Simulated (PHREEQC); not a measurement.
Consider water at 40 °C with 14 mmol/kgw Al2(SO4)3, 1 mmol/kgw CuCl2, 0.03 mmol/kgw HCl and 180 mmol/kgw NaCl. Closed to the air; pH follows from the charge balance.

Model: ion-association model, phreeqc.dat, run in PHREEQC.

No solid was allowed to form.

**Question.** What pH, density does the model give?

**Answer.** pH 3.68; density 1.004 g/cm³.

**Question.** In which forms is Na present?

**Answer.** Na+ 98 %, NaSO4- 2.1 % of the Na.

The solution is supersaturated, for example in Gibbsite (slow to form), so a real one may precipitate; this is no full list. Complexes and solids missing from the database can't appear. Constants without temperature data keep their 25 °C values here.
